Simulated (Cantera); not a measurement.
Mixture: CH4 : O2 : N2 = 1 : 2.27 : 8.55 (molar parts), equivalence ratio 0.88, at 0.987 atm, adiabatic and at constant pressure. Ignition delay is the time to a rise of 400 K.

Computed with Cantera and GRI-Mech 3.0 (53 species, 325 reactions).

Problem. What does this change do: O2 2.27 to 1.7 parts?

Solution. 
| quantity | before | after |
|---|---|---|
| delay at 1000 K | 1.04 s | 1.58 s |
| delay at 1100 K | 0.195 s | 0.298 s |
| delay at 1200 K | 43.0 ms | 66.1 ms |
| delay at 1300 K | 11.0 ms | 16.9 ms |
| delay at 1400 K | 3.26 ms | 4.88 ms |
| apparent activation energy between 1300 and 1400 K | 180 kJ/mol | 190 kJ/mol |

Problem. What does this change do: N2 8.55 to 15 parts?

Solution. 
| quantity | before | after |
|---|---|---|
| delay at 1000 K | 1.04 s | 1.76 s |
| delay at 1100 K | 0.195 s | 0.334 s |
| delay at 1200 K | 43.0 ms | 74.2 ms |
| delay at 1300 K | 11.0 ms | 18.9 ms |
| delay at 1400 K | 3.26 ms | 5.46 ms |
| apparent activation energy between 1300 and 1400 K | 180 kJ/mol | 190 kJ/mol |
